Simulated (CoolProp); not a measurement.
Vapour-liquid equilibrium of cyclohexane (1) + n-dodecane (2) at 0.141 MPa; x and y are mole fractions of (1).

Values from CoolProp's multi-fluid Helmholtz-energy mixture model, Zhou 2014 and Lemmon 2004; pair parameters Bell 2016.

| x | bubble temperature (K) | y at the bubble point | dew temperature at overall composition x (K) | liquid density (mol/L) |
|---|---|---|---|---|
| 0.05 | 485.9 | 0.353 | 501.6 | 3.600 |
| 0.2 | 441.7 | 0.830 | 494.3 | 4.172 |
| 0.35 | 413.8 | 0.945 | 486.1 | 4.741 |
| 0.5 | 395.8 | 0.979 | [?] | 5.357 |
| 0.65 | 383.3 | 0.992 | 463.9 | 6.068 |
| 0.8 | 374.2 | [?] | 446.4 | 6.924 |
| 0.95 | 367.2 | [?] | 411.9 | 7.991 |

Question: Some entries are withheld; supply them.

Answer: 
- 0.5, dew temperature at overall composition x (K): 476.3
- 0.8, y at the bubble point: 0.997
- 0.95, y at the bubble point: 0.999

No azeotrope shows between x = 0.05 and 0.95.

Pair parameters are fitted to limited data, so mixtures are less certain than the pure fluids.
